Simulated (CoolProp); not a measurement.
Vapour pressure (kPa) of isopentane: the reference equation beside estimates from Tc = 460.3 K, pc = 3378 kPa, ω = 0.227. Clausius-Clapeyron is anchored at 365.5 K with a constant enthalpy of vaporisation of 20.47 kJ/mol.

Values from CoolProp's reference Helmholtz-energy equation of state, Lemmon 2006. It is a short technical equation, of lower accuracy than the large ones.

| T (K) | reference | Lee-Kesler | Clausius-Clapeyron |
|---|---|---|---|
| 365.5 | 610.2 | 614.1 | 610.2 |
| 369 | 659.7 | 663.9 | 650.5 |
| 372.5 | 712.1 | 716.6 | 692.6 |
| 376 | 767.5 | 772.3 | 736.5 |
| 379.4 | 824.3 | 829.3 | 781.0 |
| 382.9 | 886.0 | 891.2 | 828.7 |
| 386.4 | 951.0 | 956.4 | 878.4 |
| 389.9 | 1020 | 1025 | 930.1 |
| 393.4 | 1092 | 1097 | 983.9 |
| 396.9 | 1167 | 1173 | 1040 |
| 400.4 | 1247 | 1253 | 1098 |
| 403.8 | 1328 | 1334 | 1156 |
| 407.3 | 1416 | 1422 | 1218 |
| 410.8 | 1508 | 1514 | 1283 |
| 414.3 | 1604 | 1610 | 1349 |

Absolute difference from the reference over all 15 rows, mean and median: Lee-Kesler 0.5 and 0.5 %, Clausius-Clapeyron 8.5 and 8.8 %.
